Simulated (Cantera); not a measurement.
Charge: 1 mol MgO, 2.8 mol C, 5.3 mol H₂, at 1625 K and 0.0440 bar.

Method: chemical equilibrium by Gibbs-energy minimisation in Cantera with the NASA 1993 tables (ideal gas, pure condensed phases). Candidate condensed phases: C, C₆H₆, C₇H₈, C₈H₁₈, H₂O, Mg, MgCO₃, MgO, Mg(OH)₂; 116 gas species. The tables' values for MgH are old estimates; treat these amounts as uncertain. The numbers say what is thermodynamically allowed, not how fast it happens.

Base state: H₂ 0.766, CO 0.117, Mg 0.117, H 0.000294, MgH 0.000251, CH₄ 3.79e-5, C₂H₂ (acetylene) 2.72e-5 (mole fractions); condensed: C(graphite) + MgO(s).

Problem. What changes in the equilibrium state with this change: temperature from 1625 K to 1425 K?

Solution. 
```csv
species,before,after
H₂,0.766,0.990
CO,0.117,0.00470
Mg,0.117,0.00469
MgH,0.000251,9.30e-6
H,0.000294,3.24e-5
C₂H₂ (acetylene),2.72e-5,3.49e-6
CH₄,3.79e-5,0.000163
"C(graphite), mol",1.99,2.77
"MgO(s), mol",0.191,0.975
```

Problem. What changes in the equilibrium state with this change: pressure from 0.0440 bar to 0.0100 bar?

Solution. 
```
species             before     after
----------------  --------  --------
H₂                   0.766     0.725
CO                   0.117     0.137
Mg                   0.117     0.137
CH₄                3.79e-5   7.74e-6
H                 0.000294  0.000601
MgH               0.000251  0.000136
C₂H₂ (acetylene)   2.72e-5   2.58e-5
C(graphite), mol      1.99      1.80
MgO(s), mol          0.191         0
```
